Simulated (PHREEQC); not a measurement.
Solution (25 °C): 0.0155 mol/kgw MgBr2. Closed to the air; pH follows from the charge balance.

Model: ion-association model, phreeqc.dat, run in PHREEQC.

```json
{
  "ionic_strength": "0.0465 mol/kgw",
  "specific_conductance": "3300 µS/cm"
}
```

| species | molality | activity | log γ |
|---|---|---|---|
| Br- | 0.0310 | 0.0252 | -0.091 |
| Mg+2 | 0.0155 | 0.00764 | -0.307 |
| H+ | 2.30e-7 | 1.97e-7 | -0.067 |
| MgOH+ | 1.67e-7 | 1.41e-7 | -0.075 |
| OH- | 6.28e-8 | 5.13e-8 | -0.088 |

No solid was allowed to form. Complexes and solids missing from the database can't appear.
